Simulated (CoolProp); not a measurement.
Vapour pressure (MPa) of ethanol: the reference equation beside estimates from Tc = 241.6 °C, pc = 6.268 MPa, ω = 0.644. Clausius-Clapeyron is anchored at 87.35 °C with a constant enthalpy of vaporisation of 38.44 kJ/mol.

The numbers come from the reference Helmholtz-energy equation of state, Schroeder 2014 in CoolProp.

| T (°C) | reference | Lee-Kesler | Clausius-Clapeyron | van der Waals | Soave-Redlich-Kwong | Peng-Robinson |
|---|---|---|---|---|---|---|
| 33.65 | … | 0.01208 | 0.01511 | 0.5241 | 0.01201 | 0.01317 |
| 47.05 | 0.02549 | 0.02475 | 0.02840 | 0.6688 | 0.02466 | 0.02648 |
| 60.45 | 0.04768 | 0.04715 | … | 0.8383 | 0.04706 | 0.04967 |
| 73.95 | 0.08472 | 0.08471 | 0.08695 | 1.036 | 0.08467 | 0.08810 |
| 87.35 | 0.1427 | 0.1434 | 0.1427 | 1.260 | 0.1436 | 0.1476 |
| 100.75 | 0.2300 | 0.2313 | 0.2259 | 1.514 | … | 0.2364 |
| 114.25 | 0.3579 | 0.3589 | 0.3476 | 1.801 | 0.3613 | 0.3649 |
| 127.65 | 0.5360 | 0.5350 | 0.5180 | 2.118 | 0.5404 | 0.5423 |
| 141.05 | 0.7782 | 0.7724 | 0.7524 | … | 0.7829 | 0.7819 |

Task: Complete the blanks.

Result: 
- 33.65, reference: 0.01279
- 60.45, Clausius-Clapeyron: 0.05072
- 100.75, Soave-Redlich-Kwong: 0.2322
- 141.05, van der Waals: 2.469

Absolute difference from the reference over all 9 rows, mean and median: Lee-Kesler 1.3 and 0.6 %, Clausius-Clapeyron 5.5 and 3.3 %, van der Waals 1284.4 and 783.0 %, Soave-Redlich-Kwong 1.6 and 0.9 %, Peng-Robinson 2.8 and 3.0 %.
